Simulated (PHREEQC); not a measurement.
Consider water at 25 °C with 8.7 mmol/kgw Pb(NO3)2, 1 mmol/kgw MgSO4, 0.058 mmol/kgw NaHCO3 and 0.11 mmol/kgw Na2SO4. Closed to the air; pH follows from the charge balance.

The numbers come from PHREEQC with the ion-association model, phreeqc.dat.

This is a speciation only: nothing precipitates in the calculation.

**Question.** Order these C species by the share of C that they hold, largest first: PbHCO3+, CO2, PbCO3, HCO3-.

**Answer.** CO2 (57 %), PbHCO3+ (27 %), HCO3- (8.7 %), PbCO3 (6.9 %)

The pH is 5.47 and the ionic strength 0.0261 mol/kgw. Saturation is exceeded, for instance for Anglesite, Cerussite; the values hold only as long as no solid forms.
